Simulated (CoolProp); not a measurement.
A Linde-Hampson liquefier for ethylene: isothermal reversible compression at 320 K from 1 atm to 10 MPa, throttling to 1 atm, return gas leaving the recuperator 0 K below the feed. Each further row changes one setting.

Computed with CoolProp (reference Helmholtz-energy equation of state, Smukala 2000).

```json
[
 {"case": "as stated", "liquid yield per pass": "0.320", "compression work (kJ/kg of gas)": "386"},
 {"case": "high pressure 20 MPa", "liquid yield per pass": "0.416", "compression work (kJ/kg of gas)": "418"},
 {"case": "warm-end temperature 350 K", "liquid yield per pass": "0.200", "compression work (kJ/kg of gas)": "440"},
 {"case": "warm-end gap 5 K", "liquid yield per pass": "0.312", "compression work (kJ/kg of gas)": "386"}
]
```
